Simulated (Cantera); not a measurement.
**Equilibrium for halide evaporation, hydrolysis and transport: FeCl2 + H2O + H2**

A closed system holds: 1 mol FeCl2, 0.57 mol H2O, a varied amount of H2, held at 702 °C and 0.760 bar.

Method: chemical equilibrium by Gibbs-energy minimisation in Cantera with the NASA 1993 tables (ideal gas, pure condensed phases). Candidate condensed phases: Fe, FeCl2, FeCl3, FeO, Fe(OH)2, Fe(OH)3, Fe2O3, Fe3O4, H2O; 22 gas species. The tables' stoichiometric FeO is somewhat more stable than real wüstite, so its field is too wide. FeO: taken at fixed stoichiometry. Rates play no part.

At 0.92 mol H2 the condensed part is FeCl2(l) + FeO(s). From 1.6 mol H2 to 2.6 mol H2 the condensed part is Fe(α) + FeCl2(l) + FeO(s). At 4.5 mol H2 the condensed part is Fe(α) + FeCl2(l). From 7.5 mol H2 to 22 mol H2 the condensed part is Fe(α). The main Fe-bearing gas is FeCl2 throughout. The share of Fe in condensed phases is highest at 22 mol H2 (97.1 %) and lowest at 4.5 mol H2 (85.0 %).

```csv
n(H2) (mol),log p H2,log p HCl,log p H2O,log p FeCl2,log p Fe2Cl4,log p FeCl3,log p H,n FeCl2(l),n FeO(s),n Fe(α)
0.92,-0.42,-0.62,-0.93,-1.88,-2.52,-5.09,-9.15,0.664,0.290,0
1.6,-0.33,-0.70,-1.11,-1.88,-2.52,-5.22,-9.11,0.602,0.307,0.0274
2.6,-0.33,-0.70,-1.11,-1.88,-2.52,-5.22,-9.11,0.418,0.185,0.303
4.5,-0.33,-0.70,-1.14,-1.88,-2.52,-5.22,-9.10,0.0648,0,0.785
7.5,-0.26,-0.82,-1.32,-2.19,-3.13,-5.67,-9.07,0,0,0.905
13,-0.20,-1.00,-1.53,-2.62,-3.99,-6.31,-9.04,0,0,0.950
22,-0.17,-1.20,-1.74,-3.05,-4.85,-6.96,-9.03,0,0,0.971
```
log p: log10 of the partial pressure in bar; n: condensed amount in mol.
